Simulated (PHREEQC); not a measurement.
# Buffer

Make-up at 39 °C: 0.012 mol/kgw H3BO3, 0.034 mol/kgw Na2HPO4 and 0.032 mol/kgw KCl. Closed to the air; pH follows from the charge balance.

Model: ion-association model, phreeqc.dat, run in PHREEQC.

This is a speciation only: nothing precipitates in the calculation.

### Question
Estimate the pH, ionic strength.

### Answer
pH 8.14; ionic strength 0.129 mol/kgw.

### Question
In which forms is K present?

### Answer
K+ 98 %, KHPO4- 1.9 % of the K.

Constants without temperature data keep their 25 °C values here.
